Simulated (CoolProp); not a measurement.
Saturation properties of chlorine.

The numbers come from the reference Helmholtz-energy equation of state, Thol 2021 in CoolProp.

| T (K) | p (MPa) | liquid density (kg/m³) | vapour density (kg/m³) | enthalpy of vaporisation (kJ/kg) | liquid cp (kJ/(kg K)) |
|---|---|---|---|---|---|
| 281.1 | 0.4739 | 1444 | 15.58 | 260.6 | 0.9697 |
| 292.3 | 0.6597 | 1411 | 21.29 | 252.4 | 0.9839 |
| 303.6 | 0.8968 | 1376 | 28.56 | 243.6 | 1.002 |
| 314.8 | 1.188 | 1339 | 37.52 | 234.1 | 1.024 |
| 326 | 1.542 | 1301 | 48.57 | 223.7 | 1.052 |
| 337.2 | 1.966 | 1261 | 62.11 | 212.5 | 1.087 |
| 348.5 | 2.471 | 1218 | 78.85 | 199.9 | 1.133 |
| 359.7 | 3.056 | 1172 | 99.27 | 186.1 | 1.195 |
| 370.9 | 3.731 | 1120 | 124.7 | 170.6 | 1.283 |
| 382.1 | 4.503 | 1062 | 157.0 | 152.6 | 1.424 |

It boils at 239.2 K under 1 atm.
